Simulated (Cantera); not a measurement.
A Cantera script and its output.

```python
import numpy as np
import cantera as ct

gas = ct.Solution("gri30.yaml")
gas.TPX = 973, 32000, {'H2': 0.082, 'O2': 1, 'N2': 1.6}
inlet = ct.Reservoir(gas, clone=True)

reactor = ct.IdealGasConstPressureReactor(gas, energy="off", clone=False)
exhaust = ct.Reservoir(gas, clone=True)
tau = [18, 4.3, 1, 0.25, 0.061, 0.015, 0.0036, 0.00087, 0.00021][0]
for a, b in ((inlet, reactor), (reactor, exhaust)):
    ct.MassFlowController(a, b, mdot=lambda t: reactor.mass / tau)
net = ct.ReactorNet([reactor])
show = ['H2', 'O2', 'OH', 'HO2', 'H2O']

rows = []
print(f"{'tau/s':>10s}{'T/K':>9s}" + "".join(f"{s:>11s}" for s in show))
for tau in [18, 4.3, 1, 0.25, 0.061, 0.015, 0.0036, 0.00087, 0.00021]:
    net.initial_time = 0.0
    net.advance(30 * tau)
    before = gas.X
    net.advance(40 * tau)
    drift = np.max(np.abs(gas.X - before) / (gas.X + 1e-9))
    rows.append([gas.T, *gas[show].X, drift])
    print(f"{tau:10.3e}{gas.T:9.1f}" + "".join(f"{x:11.3e}" for x in gas[show].X))
```

It prints:

```
     tau/s      T/K         H2         O2         OH        HO2        H2O
 1.800e+01    973.0  7.586e-05  3.631e-01  4.525e-06  1.620e-06  3.097e-02
 4.300e+00    973.0  1.895e-04  3.632e-01  7.266e-06  3.407e-06  3.085e-02
 1.000e+00    973.0  4.386e-04  3.632e-01  1.291e-05  6.712e-06  3.059e-02
 2.500e-01    973.0  9.076e-04  3.634e-01  2.405e-05  1.206e-05  3.011e-02
 6.100e-02    973.0  1.806e-03  3.636e-01  4.771e-05  2.052e-05  2.917e-02
 1.500e-02    973.0  3.439e-03  3.641e-01  9.659e-05  3.197e-05  2.747e-02
 3.600e-03    973.0  6.406e-03  3.648e-01  1.948e-04  4.508e-05  2.436e-02
 8.700e-04    973.0  1.147e-02  3.662e-01  3.589e-04  5.599e-05  1.901e-02
 2.100e-04    973.0  1.953e-02  3.685e-01  4.993e-04  6.029e-05  1.056e-02
```

Computed with Cantera and GRI-Mech 3.0 (53 species, 325 reactions).
